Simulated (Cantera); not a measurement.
Feed: 1 mol SiC, 0.048 mol C, 0.42 mol H2, held at 1523.15 K and 9800 Pa.

These are equilibrium values from Cantera (NASA tables, ideal gas, pure condensed phases), not measurements of a reactor. Candidate condensed phases: C, C6H6, C7H8, C8H18, Si, SiC; 87 gas species. Equilibrium is a limit: real reactors are often held back by kinetics, nucleation or transport.

Base state: H2 1.000, CH4 0.000225, H 7.39e-5, C2H2 (acetylene) 1.18e-5 (mole fractions); condensed: C(graphite) + SiC(s).

Question: What changes in the equilibrium state with this change: SiC replaced by TiC?

Answer: 
| species | before | after |
|---|---|---|
| H2 | 1.000 | 1.000 |
| CH4 | 0.000225 | 0.000225 |
| H | 7.39e-5 | 7.39e-5 |
| C2H2 (acetylene) | 1.18e-5 | 1.18e-5 |
| C(graphite), mol | 0.0479 | 0.0479 |
| SiC(s), mol | 1.00 | 0 |
| TiC(s), mol | 0 | 1.00 |
TiC: taken at fixed stoichiometry. Further candidate phases: Ti, TiC.

Question: What changes in the equilibrium state with this change: SiC replaced by MgO?

Answer: 
| species | before | after |
|---|---|---|
| H2 | 1.000 | 0.977 |
| CO | 0 | 0.0114 |
| Mg | 0 | 0.0114 |
| MgH | 0 | 3.72e-5 |
| CH4 | 0.000225 | 0.000215 |
| C(graphite), mol | 0.0479 | 0.0430 |
| SiC(s), mol | 1.00 | 0 |
| MgO(s), mol | 0 | 0.995 |
The tables' values for MgH are old estimates; treat these amounts as uncertain. Further candidate phases: H2O, Mg, MgCO3, MgO, Mg(OH)2.
